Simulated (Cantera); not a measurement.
Input: 1 mol Cu, 4.5 mol NH3, 34 mol H2, at 10.0 mbar.

Equilibrium computed with Cantera from the NASA thermochemical tables; the gas is ideal and each condensed phase is pure. Candidate condensed phases: Cu; 11 gas species. Kinetics and transport are ignored. All values below are at 1225 K.

Base state: H2 0.948, N2 0.0523 (mole fractions); condensed: Cu(s).

What changes in the equilibrium state with this change: 0.57 mol O2 added?


```json
[
 {"species": "H2", "before": "0.948", "after": "0.921"},
 {"species": "N2", "before": "0.0523", "after": "0.0523"},
 {"species": "H2O", "before": "0", "after": "0.0265"},
 {"species": "Cu(s), mol", "before": "1.000", "after": "1.000"}
]
```
Further candidate phases: CuO, Cu(OH)2, Cu2O, H2O.
